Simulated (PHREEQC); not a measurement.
Acid mine or pickling water: speciation

Model water analysis in mg/L, 25 °C, pH 2.1, pe 10.4: Na 4.7; K 12.3; Ca 68.5; Mg 67.4; Cl 18.7; S(6) as SO4 1180; F 5.44.

Valence states are taken as typed.

Model: ion-association model, wateq4f.dat, run in PHREEQC.

Precipitation was switched off in this run.

Question: Estimate the ionic strength, charge-balance error.

Answer: ionic strength 0.0274 mol/kgw; charge-balance error -8.8 %.

Question: In which forms is Ca present?

Answer: Ca+2 69 %, CaSO4 29 %, CaHSO4+ 1.6 % of the Ca.

Complexes and solids missing from the database can't appear.
